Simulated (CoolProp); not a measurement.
Vapour-liquid equilibrium of carbon dioxide (1) + hydrogen sulfide (2) at 10.4 bar; x and y are mole fractions of (1).

Values from CoolProp's multi-fluid Helmholtz-energy mixture model, Span 1996 and Lemmon 2006; pair parameters Kunz 2012.

| x | bubble temperature, mixture model (°C) | bubble temperature, Raoult's law (°C) | y, mixture model | y, Raoult's law |
|---|---|---|---|---|
| 0.05 | -8.0 | -3.6 | 0.237 | 0.152 |
| 0.2 | … | -13.0 | 0.575 | 0.468 |
| 0.35 | -29.5 | -20.1 | … | 0.660 |
| 0.5 | -33.1 | -25.9 | 0.770 | 0.787 |
| 0.65 | … | -30.6 | … | 0.875 |
| 0.8 | … | -34.6 | 0.880 | 0.939 |
| 0.95 | … | -38.0 | 0.962 | 0.987 |

### Question
Complete the blanks.

### Answer

- 0.2, bubble temperature, mixture model (°C): -22.7
- 0.35, y, mixture model: 0.702
- 0.65, bubble temperature, mixture model (°C): -35.4
- 0.65, y, mixture model: 0.823
- 0.8, bubble temperature, mixture model (°C): -37.3
- 0.95, bubble temperature, mixture model (°C): -38.7

The largest gap from Raoult's law is -9.7 K in bubble temperature, at x = 0.2. No azeotrope shows between x = 0.05 and 0.95.

Pair parameters are fitted to limited data, so mixtures are less certain than the pure fluids.
